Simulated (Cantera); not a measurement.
Cantera run, input and output.

```python
import numpy as np
import cantera as ct

surf = ct.Interface("ptcombust.yaml", "Pt_surf")
gas = surf.adjacent["gas"]
gas.TPX = 300, 20000, {'CH4': 0.016, 'O2': 0.19, 'N2': 0.79}
jet = ct.ImpingingJet(gas=gas, width=0.029, surface=surf)
jet.inlet.mdot, jet.inlet.T, jet.inlet.X = 0.089, 300, {'CH4': 0.016, 'O2': 0.19, 'N2': 0.79}
jet.set_refine_criteria(ratio=10, slope=0.2, curve=0.3)
show, cover = ['CH4', 'O2', 'H2O', 'OH', 'CO', 'CO2'], ["PT(S)", "H(S)", "O(S)", "OH(S)", "CO(S)", "C(S)"]

rows = []
print(f"{'Ts/K':>7s}" + "".join(f"{s:>11s}" for s in show + cover) + "   (gas at the wall, coverages)")
for i, Ts in enumerate([900, 950, 1000, 1050, 1100, 1150, 1200, 1250]):
    jet.surface.T = Ts
    if i == 0:
        surf.TP = Ts, 20000
        surf.coverages = "PT(S):0.5, O(S):0.5"
        surf.advance_coverages(1.0)
        jet.set_initial_guess(products="inlet")
    jet.solve(loglevel=0, auto=(i == 0))
    rows.append([*(jet.X[gas.species_index(s), -1] for s in show), *surf[cover].coverages])
    print(f"{Ts:7g}" + "".join(f"{x:11.3e}" for x in rows[-1]))
```

Output:

```
   Ts/K        CH4         O2        H2O         OH         CO        CO2      PT(S)       H(S)       O(S)      OH(S)      CO(S)       C(S)   (gas at the wall, coverages)
    900  1.224e-02  1.826e-01  7.145e-03  1.450e-08  3.875e-06  4.662e-03  1.402e-01  3.489e-08  8.589e-01  8.739e-04  5.207e-06  1.853e-08
    950  9.737e-03  1.773e-01  1.178e-02  4.936e-08  4.231e-06  7.706e-03  1.955e-01  1.016e-07  8.035e-01  1.045e-03  4.422e-06  2.117e-08
   1000  7.421e-03  1.724e-01  1.605e-02  1.410e-07  4.310e-06  1.051e-02  2.552e-01  2.383e-07  7.436e-01  1.115e-03  3.373e-06  2.108e-08
   1050  5.607e-03  1.685e-01  1.936e-02  3.512e-07  4.270e-06  1.270e-02  3.171e-01  4.789e-07  6.818e-01  1.106e-03  2.449e-06  1.949e-08
   1100  4.295e-03  1.658e-01  2.172e-02  7.861e-07  4.230e-06  1.427e-02  3.791e-01  8.620e-07  6.198e-01  1.048e-03  1.761e-06  1.745e-08
   1150  3.365e-03  1.639e-01  2.335e-02  1.608e-06  4.252e-06  1.534e-02  4.402e-01  1.432e-06  5.589e-01  9.657e-04  1.281e-06  1.551e-08
   1200  2.621e-03  1.626e-01  2.444e-02  3.103e-06  4.904e-06  1.595e-02  4.992e-01  2.239e-06  5.000e-01  8.743e-04  9.542e-07  1.343e-08
   1250  2.041e-03  1.615e-01  2.544e-02  5.597e-06  5.938e-06  1.650e-02  5.555e-01  3.358e-06  4.437e-01  7.863e-04  7.356e-07  1.148e-08
```

Model: Deutschmann's 1995 Pt surface mechanism with GRI-Mech 3.0 gas chemistry, integrated in Cantera. Catalytic surfaces can have several steady states; this one follows from the mechanism file's or the stated starting coverage.
